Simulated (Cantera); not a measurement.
An isothermal, constant-pressure homogeneous reactor starts with 5.88 % C₂H₆, 94.1 % N₂, at 1223 K and 18000 Pa.

Model: GRI-Mech 3.0 (53 species, 325 reactions), integrated in Cantera. GRI-Mech 3.0 stops at C3 and has no aromatics, soot or wall deposition, so with more carbon than oxygen in the feed, carbon stays in small species such as C2H2 where larger ones or solid carbon would form.

Question: Predict: x(C₂H₆) at 20.0 s; x(CH₄) at 20.0 s; x(C₂H₂) at 20.0 s; x(H) at 20.0 s; x(H₂) at 20.0 s.

Answer: 
- x(C₂H₆) at 20.0 s = 9.03e-6 (gas-phase equilibrium 3.70e-6)
- x(CH₄) at 20.0 s = 0.00932 (gas-phase equilibrium 0.0181)
- x(C₂H₂) at 20.0 s = 0.0430 (gas-phase equilibrium 0.0192)
- x(H) at 20.0 s = 4.82e-7 (gas-phase equilibrium 1.99e-7)
- x(H₂) at 20.0 s = 0.0871 (gas-phase equilibrium 0.0780)
